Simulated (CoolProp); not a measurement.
Properties of R1336mzz(Z) along the isobar 13400 kPa (Tc = 171.3 °C, pc = 2904 kPa, ω = 0.386).

Model: reference Helmholtz-energy equation of state, McLinden 2020, in CoolProp.

```json
[
 {"T (°C)": "17.25", "phase": "liquid", "Z": "0.6405", "cv (kJ/(kg K))": "0.8917", "speed of sound (m/s)": "738.3", "Joule-Thomson coefficient (K/MPa)": "-0.3265", "expansivity (1/kK)": "1.556"},
 {"T (°C)": "32.15", "phase": "liquid", "Z": "0.6239", "cv (kJ/(kg K))": "0.9149", "speed of sound (m/s)": "692.5", "Joule-Thomson coefficient (K/MPa)": "-0.3022", "expansivity (1/kK)": "1.618"},
 {"T (°C)": "47.15", "phase": "liquid", "Z": "0.6096", "cv (kJ/(kg K))": "0.9370", "speed of sound (m/s)": "648.2", "Joule-Thomson coefficient (K/MPa)": "-0.2755", "expansivity (1/kK)": "1.690"},
 {"T (°C)": "62.15", "phase": "liquid", "Z": "0.5976", "cv (kJ/(kg K))": "0.9577", "speed of sound (m/s)": "605.8", "Joule-Thomson coefficient (K/MPa)": "-0.2457", "expansivity (1/kK)": "1.771"},
 {"T (°C)": "77.15", "phase": "liquid", "Z": "0.5878", "cv (kJ/(kg K))": "0.9774", "speed of sound (m/s)": "565.0", "Joule-Thomson coefficient (K/MPa)": "-0.2120", "expansivity (1/kK)": "1.864"},
 {"T (°C)": "92.05", "phase": "liquid", "Z": "0.5802", "cv (kJ/(kg K))": "0.9959", "speed of sound (m/s)": "526.1", "Joule-Thomson coefficient (K/MPa)": "-0.1735", "expansivity (1/kK)": "1.969"},
 {"T (°C)": "107.05", "phase": "liquid", "Z": "0.5745", "cv (kJ/(kg K))": "1.014", "speed of sound (m/s)": "488.5", "Joule-Thomson coefficient (K/MPa)": "-0.1285", "expansivity (1/kK)": "2.091"},
 {"T (°C)": "122.05", "phase": "liquid", "Z": "0.5709", "cv (kJ/(kg K))": "1.030", "speed of sound (m/s)": "452.6", "Joule-Thomson coefficient (K/MPa)": "-0.07545", "expansivity (1/kK)": "2.231"},
 {"T (°C)": "137.05", "phase": "liquid", "Z": "0.5694", "cv (kJ/(kg K))": "1.046", "speed of sound (m/s)": "418.4", "Joule-Thomson coefficient (K/MPa)": "-0.01231", "expansivity (1/kK)": "2.392"},
 {"T (°C)": "151.95", "phase": "liquid", "Z": "0.5701", "cv (kJ/(kg K))": "1.062", "speed of sound (m/s)": "386.1", "Joule-Thomson coefficient (K/MPa)": "0.06288", "expansivity (1/kK)": "2.576"},
 {"T (°C)": "166.95", "phase": "liquid", "Z": "0.5733", "cv (kJ/(kg K))": "1.076", "speed of sound (m/s)": "355.4", "Joule-Thomson coefficient (K/MPa)": "0.1541", "expansivity (1/kK)": "2.788"},
 {"T (°C)": "181.95", "phase": "supercritical", "Z": "0.5791", "cv (kJ/(kg K))": "1.090", "speed of sound (m/s)": "326.8", "Joule-Thomson coefficient (K/MPa)": "0.2640", "expansivity (1/kK)": "3.030"},
 {"T (°C)": "196.95", "phase": "supercritical", "Z": "0.5878", "cv (kJ/(kg K))": "1.103", "speed of sound (m/s)": "300.4", "Joule-Thomson coefficient (K/MPa)": "0.3953", "expansivity (1/kK)": "3.296"},
 {"T (°C)": "211.85", "phase": "supercritical", "Z": "0.5997", "cv (kJ/(kg K))": "1.115", "speed of sound (m/s)": "276.8", "Joule-Thomson coefficient (K/MPa)": "0.5477", "expansivity (1/kK)": "3.575"},
 {"T (°C)": "226.85", "phase": "supercritical", "Z": "0.6150", "cv (kJ/(kg K))": "1.126", "speed of sound (m/s)": "256.0", "Joule-Thomson coefficient (K/MPa)": "0.7204", "expansivity (1/kK)": "3.849"}
]
```
